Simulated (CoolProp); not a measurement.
Computed with CoolProp (reference Helmholtz-energy equation of state, Span 2003). It is a short technical equation, of lower accuracy than the large ones.

Q: Give the vapour pressure (kPa), liquid cp (kJ/(kg K)), liquid viscosity (µPa s), vapour viscosity (µPa s) of saturated n-heptane at 385.3, 488.5 K.

A: 
```csv
T (K),p (kPa),liquid cp (kJ/(kg K)),liquid viscosity (µPa s),vapour viscosity (µPa s)
385.3,149,2.63,177,7.48
488.5,1270,3.36,77.4,10.9
```

Viscosity comes from a separate model (Michailidou 2014).
